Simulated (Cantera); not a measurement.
Silicon oxide and oxynitride deposition: Si₂H₆ + NO + N₂

Charge: 1 mol Si₂H₆, 30 mol NO, 48 mol N₂, equilibrated at 7.00 Pa.

Equilibrium computed with Cantera from the NASA thermochemical tables; the gas is ideal and each condensed phase is pure. Candidate condensed phases: H₂O, Si, SiO₂, Si₂N₂O, Si₃N₄; 35 gas species. The feed counts by its element totals alone. The tables hold silica as quartz up to 1696 K and as liquid above; real silica turns to tridymite and cristobalite and melts near 1996 K. The numbers say what is thermodynamically allowed, not how fast it happens.

From 675 K to 825 K the condensed part is SiO₂(α-quartz). From 875 K to 1325 K the condensed part is SiO₂(β-quartz).

```
T (K)  log p N₂  log p O₂  log p H₂O  log p NO  log p OH  log p O  log p H₂  log p H  n SiO₂(α-quartz)  n SiO₂(β-quartz)
-----  --------  --------  ---------  --------  --------  -------  --------  -------  ----------------  ----------------
675       -4.24     -4.98      -5.57    -11.03    -14.38     <-16      <-16     <-16              2.00                 0
725       -4.24     -4.98      -5.57    -10.54    -13.51     <-16      <-16     <-16              2.00                 0
775       -4.24     -4.98      -5.57    -10.11    -12.76   -16.12      <-16     <-16              2.00                 0
825       -4.24     -4.98      -5.57     -9.74    -12.10   -15.09    -15.87     <-16              2.00                 0
875       -4.24     -4.98      -5.57     -9.41    -11.51   -14.18    -14.98     <-16                 0              2.00
925       -4.24     -4.98      -5.57     -9.12    -10.99   -13.36    -14.18     <-16                 0              2.00
975       -4.24     -4.98      -5.57     -8.85    -10.52   -12.63    -13.47   -15.67                 0              2.00
1025      -4.24     -4.98      -5.57     -8.61    -10.09   -11.97    -12.82   -14.77                 0              2.00
1075      -4.24     -4.98      -5.57     -8.40     -9.71   -11.37    -12.23   -13.95                 0              2.00
1125      -4.24     -4.98      -5.57     -8.20     -9.36   -10.83    -11.69   -13.20                 0              2.00
1175      -4.24     -4.98      -5.57     -8.02     -9.03   -10.33    -11.20   -12.51                 0              2.00
1225      -4.24     -4.98      -5.57     -7.85     -8.74    -9.87    -10.75   -11.88                 0              2.00
1275      -4.24     -4.98      -5.57     -7.70     -8.47    -9.44    -10.33   -11.30                 0              2.00
1325      -4.24     -4.98      -5.57     -7.56     -8.22    -9.05     -9.95   -10.76                 0              2.00
```
log p: log10 of the partial pressure in bar; n: condensed amount in mol.
